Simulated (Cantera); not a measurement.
## Ignition delay

Mixture: CO : H2 : O2 : N2 = 1 : 0.094 : 0.793 : 2.98 (molar parts), at 1.00 bar, adiabatic and at constant pressure. Ignition delay is the time to a rise of 400 K.

Detailed kinetics in Cantera: GRI-Mech 3.0 (53 species, 325 reactions). Where the delays flatten at high temperature, the 400 K rule measures the pace of heat release, not the induction time.

```
T0 (K)  delay (ms)
------  ----------
1073         0.316
1173         0.176
1273         0.128
1373         0.107
1473        0.0981
1573        0.0969
1673         0.101
1773         0.110
```
